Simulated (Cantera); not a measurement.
Input: 1 mol B2O3, 6.3 mol N2, held at 1.33 mbar.

These are equilibrium values from Cantera (NASA tables, ideal gas, pure condensed phases), not measurements of a reactor. Candidate condensed phases: B, BN, B2O3; 17 gas species. Equilibrium is a limit: real reactors are often held back by kinetics, nucleation or transport.

x: gas mole fraction; n: condensed amount in mol.

```csv
T (K),x N2,x B2O3,x BO,x BO2,x O,n B2O3(l)
1023,1.00,7.37e-9,<1e-12,<1e-12,<1e-12,1.00
1173,1.000,2.79e-6,1.64e-10,2.48e-10,<1e-12,1.000
1323,1.000,0.000261,4.06e-8,5.60e-8,1.07e-11,0.998
1473,0.991,0.00927,2.95e-6,4.43e-6,1.59e-9,0.941
1623,0.863,0.137,8.88e-5,0.000137,9.02e-8,0
1773,0.862,0.136,…,…,…,0
1923,0.861,0.134,…,…,…,0
2073,0.855,0.127,0.00903,0.00824,0.000271,0
2223,0.840,0.110,0.0265,0.0205,0.00182,0
```

### Question
What belongs in the gaps?

### Answer

- 1773, x BO: 0.000562
- 1773, x BO2: 0.000666
- 1773, x O: 1.94e-6
- 1923, x BO: 0.00254
- 1923, x BO2: 0.00262
- 1923, x O: 2.78e-5
